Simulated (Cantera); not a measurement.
Mixture: 13.2 % CH4, 0.726 % C2H6, 18.1 % O2, 68.0 % N2, at 3750 Torr, adiabatic and at constant volume. Ignition delay is the time to a rise of 400 K.

Computed with Cantera and GRI-Mech 3.0 (53 species, 325 reactions).

Problem. Predict: delay at 1298 K; delay at 1398 K; delay at 1498 K; delay at 1598 K; delay at 1698 K; delay at 1798 K; delay at 1898 K; apparent activation energy between 1698 and 1898 K.

Solution. 
```
Quantity                                                 Value
--------------------------------------------------  ----------
delay at 1298 K                                        1.17 ms
delay at 1398 K                                       0.419 ms
delay at 1498 K                                       0.155 ms
delay at 1598 K                                        61.3 µs
delay at 1698 K                                        26.8 µs
delay at 1798 K                                        13.3 µs
delay at 1898 K                                        7.41 µs
apparent activation energy between 1698 and 1898 K  170 kJ/mol
```
